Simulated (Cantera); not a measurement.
Charge: 1 mol NH3, 0.32 mol O2, 0.77 mol N2, held at 110 bar.

Equilibrium computed with Cantera from the NASA thermochemical tables; the gas is ideal and each condensed phase is pure. Candidate condensed phases: H2O; 24 gas species. The ideal-gas law is rough above about 30 bar. Rates play no part.

Question: At 2150 K, list the 6 most abundant gas species with their mole fractions, and the condensed phases.

Answer: N2 0.458, H2 0.310, H2O 0.231, H 0.000224, NH3 0.000205, OH 2.15e-5. Condensed: gas only.
